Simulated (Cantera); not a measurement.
A freely propagating, adiabatic, planar premixed flame of CO : H2 : CH4 : O2 : N2 = 1 : 0.37 : 0.038 : 0.75 : 2.2 (molar parts), equivalence ratio 1.0, unburnt at 423 K and 0.740 bar; mixture-averaged transport, grid criteria slope 0.08 and curve 0.16, no radiation.

Model: GRI-Mech 3.0 (53 species, 325 reactions), integrated in Cantera. Burning velocities carry a grid error of a few per cent, more on coarse grids.

Predict: laminar burning velocity; thermal thickness; peak x(C2H6); peak x(CH2).


```
Quantity                    Result
------------------------  --------
laminar burning velocity  192 cm/s
thermal thickness         0.648 mm
peak x(C2H6)               1.07e-6
peak x(CH2)                7.85e-7
```
